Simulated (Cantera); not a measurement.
A closed system holds: 1 mol SiO2, 0.75 mol Al2O3, 4.6 mol H2, held at 1750 K and 9.70 mbar.

Cantera equilibrium calculation (NASA polynomials, part measured and part estimated; ideal gas, pure solids and liquids). Candidate condensed phases: Al, Al2O3, Al2SiO5, Al6Si2O13, H2O, Si, SiO2; 28 gas species. Mutual solubility and eutectic melting of coexisting phases are not modelled. The tables hold silica as quartz up to 1696 K and as liquid above; real silica turns to tridymite and cristobalite and melts near 1996 K. Condensed phases not in the tables: alloys, solid solutions and most ternary compounds. The numbers say what is thermodynamically allowed, not how fast it happens.

Base state: H2 0.980, SiO 0.00901, H2O 0.00901, H 0.00234 (mole fractions); condensed: Al6Si2O13(mullite) + SiO2(condensed).

### Question
What changes in the equilibrium state with this change: temperature from 1750 K to 2648 K?

### Answer
| species | before | after |
|---|---|---|
| H2 | 0.980 | 0.401 |
| H | 0.00234 | 0.299 |
| SiO | 0.00901 | 0.147 |
| O | 2.36e-9 | 0.0101 |
| OH | 1.26e-6 | 0.0211 |
| H2O | 0.00901 | 0.116 |
| AlO | <1e-9 | 0.00147 |
| O2 | <1e-9 | 0.00119 |
| Al | 4.48e-9 | 0.00127 |
| AlO2H | 3.20e-9 | 0.000722 |
| Al6Si2O13(mullite), mol | 0.250 | 0 |
| SiO2(condensed), mol | 0.458 | 0 |
| Al2O3(l), mol | 0 | 0.735 |
The tables' values for AlOH, SiO2 are old estimates; treat these amounts as uncertain.

### Question
What changes in the equilibrium state with this change: temperature from 1750 K to 1300 K?

### Answer
```json
[
 {"species": "H2", "before": "0.980", "after": "1.000"},
 {"species": "H2O", "before": "0.00901", "after": "1.47e-5"},
 {"species": "SiO", "before": "0.00901", "after": "1.47e-5"},
 {"species": "H", "before": "0.00234", "after": "1.12e-5"},
 {"species": "Al6Si2O13(mullite), mol", "before": "0.250", "after": "0.250"},
 {"species": "SiO2(condensed), mol", "before": "0.458", "after": "0"},
 {"species": "SiO2(β-quartz), mol", "before": "0", "after": "0.500"}
]
```
